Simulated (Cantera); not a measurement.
What does this Cantera script print?

```python
import numpy as np
import cantera as ct

gas_names = [...]  # 110 gases of nasa_gas.yaml made of C, H, O
cond_names = """
    C(gr) C6H6(L) C7H8(L) C8H18(L),n-octa H2O(s) H2O(L)
""".split()


# ... load() reads the species with a 1 bar reference pressure and builds the phases ...
atoms = {
    'CH3OH': {'C': 1, 'H': 4, 'O': 1},
    'O2': {'O': 2},
    'H2': {'H': 2},
}
top_T = {'C(gr)': 4500}  # K; cautious upper limits of use, not melting points


# ... equilibrate(T, P, feed) seeds the gas with the atoms and calls Mixture.equilibrate('TP', solver="vcs", rtol=1e-11, max_steps=5000) ...
results = []
feed = {'CH3OH': 1, 'O2': 0.03, 'H2': 35}  # mol
P = 70000  # Pa
for T in [675, 750, 825, 900, 975, 1050, 1125, 1200, 1275, 1350]:
    mix = equilibrate(T, P, feed)
    results.append((T, P, feed, dict(zip(mix.species_names, mix.species_moles))))
    x = sorted(zip(gas.X, gas.species_names), reverse=True)
    print(f"T = {T:g} K  P = {P:g} Pa  gas = {mix.phase_moles(0):.4g} mol")
    print("   x: " + "  ".join(f"{s} {v:.3e}" for v, s in x if v > 1e-06))
    print("   condensed (mol): " + ("  ".join(f"{mix.phase(i).name} {mix.phase_moles(i):.4g}"
          for i in range(1, mix.n_phases) if mix.phase_moles(i) > 1e-12) or "none"))
```

Output:

```
T = 675 K  P = 70000 Pa  gas = 36 mol
   x: H2 9.428e-01  H2O 2.944e-02  CH4 2.778e-02
   condensed (mol): none
T = 750 K  P = 70000 Pa  gas = 36 mol
   x: H2 9.428e-01  H2O 2.943e-02  CH4 2.777e-02  CO 6.853e-06  CO2 1.309e-06
   condensed (mol): none
T = 825 K  P = 70000 Pa  gas = 36.01 mol
   x: H2 9.430e-01  H2O 2.922e-02  CH4 2.758e-02  CO 1.718e-04  CO2 1.901e-05
   condensed (mol): none
T = 900 K  P = 70000 Pa  gas = 36.17 mol
   x: H2 9.455e-01  H2O 2.686e-02  CH4 2.534e-02  CO 2.169e-03  CO2 1.417e-04
   condensed (mol): none
T = 975 K  P = 70000 Pa  gas = 36.74 mol
   x: H2 9.543e-01  H2O 1.844e-02  CH4 1.711e-02  CO 9.807e-03  CO2 3.028e-04
   condensed (mol): none
T = 1050 K  P = 70000 Pa  gas = 37.37 mol
   x: H2 9.634e-01  CO 1.812e-02  H2O 9.805e-03  CH4 8.417e-03  CO2 2.173e-04
   condensed (mol): none
T = 1125 K  P = 70000 Pa  gas = 37.72 mol
   x: H2 9.684e-01  CO 2.274e-02  H2O 5.136e-03  CH4 3.655e-03  CO2 1.097e-04
   condensed (mol): none
T = 1200 K  P = 70000 Pa  gas = 37.89 mol
   x: H2 9.706e-01  CO 2.483e-02  H2O 3.032e-03  CH4 1.504e-03  CO2 5.649e-05
   condensed (mol): none
T = 1275 K  P = 70000 Pa  gas = 37.96 mol
   x: H2 9.715e-01  CO 2.573e-02  H2O 2.133e-03  CH4 5.857e-04  CO2 3.396e-05
   condensed (mol): none
T = 1350 K  P = 70000 Pa  gas = 37.98 mol
   x: H2 9.719e-01  CO 2.608e-02  H2O 1.774e-03  CH4 2.185e-04  CO2 2.423e-05  H 2.808e-06
   condensed (mol): none
```

Cantera equilibrium calculation (NASA polynomials, part measured and part estimated; ideal gas, pure solids and liquids).
